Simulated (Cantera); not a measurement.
**Silicates and aluminates: SiO2 + Al2O3 + H2**

Feed: 1 mol SiO2, 1.5 mol Al2O3, 84 mol H2, equilibrated at 0.0133 bar.

Cantera equilibrium calculation (NASA polynomials, part measured and part estimated; ideal gas, pure solids and liquids). Candidate condensed phases: Al, Al2O3, Al2SiO5, Al6Si2O13, H2O, Si, SiO2; 28 gas species. Mutual solubility and eutectic melting of coexisting phases are not modelled. The tables' values for AlOH are old estimates; treat these amounts as uncertain. Condensed phases not in the tables: alloys, solid solutions and most ternary compounds. Kinetics and transport are ignored.

At 802 °C the condensed part is Al2O3(s) + Al2SiO5(andalusite). From 952 °C to 1552 °C the condensed part is Al2O3(s) + Al6Si2O13(mullite). From 1702 °C to 1852 °C the condensed part is Al2O3(s). The main Si-bearing gas is SiO throughout.

| T (°C) | x H2 | x H | x SiO | x H2O | x OH | x Al | x AlOH | x Al2O | n Al2O3(s) | n Al2SiO5(andalusite) | n Al6Si2O13(mullite) |
|---|---|---|---|---|---|---|---|---|---|---|---|
| 802 | 1.00 | 1.27e-7 | 4.62e-8 | 4.63e-8 | <1e-12 | <1e-12 | <1e-12 | <1e-12 | 0.500 | 1.000 | 0 |
| 952 | 1.000 | 2.70e-6 | 1.91e-6 | 1.91e-6 | <1e-12 | <1e-12 | 1.45e-12 | <1e-12 | 0.000241 | 0 | 0.500 |
| 1102 | 1.000 | 2.97e-5 | 3.33e-5 | 3.33e-5 | 1.78e-11 | 1.01e-11 | 8.52e-11 | <1e-12 | 0.00420 | 0 | 0.499 |
| 1252 | 0.999 | 0.000205 | 0.000326 | 0.000326 | 2.08e-9 | 2.66e-10 | 2.20e-9 | 1.15e-12 | 0.0411 | 0 | 0.486 |
| 1402 | 0.995 | 0.00100 | 0.00210 | 0.00210 | 1.02e-7 | 3.85e-9 | 3.13e-8 | 3.14e-11 | 0.265 | 0 | 0.412 |
| 1552 | 0.977 | 0.00377 | 0.00977 | 0.00977 | 2.64e-6 | 3.52e-8 | 2.80e-7 | 4.79e-10 | 1.25 | 0 | 0.0847 |
| 1702 | 0.965 | 0.0116 | 0.0117 | 0.0117 | 1.34e-5 | 1.23e-6 | 3.12e-6 | 4.49e-8 | 1.50 | 0 | 0 |
| 1852 | 0.946 | 0.0306 | 0.0116 | 0.0116 | 4.65e-5 | 3.24e-5 | 2.62e-5 | 2.93e-6 | 1.50 | 0 | 0 |
x: gas mole fraction; n: condensed amount in mol.
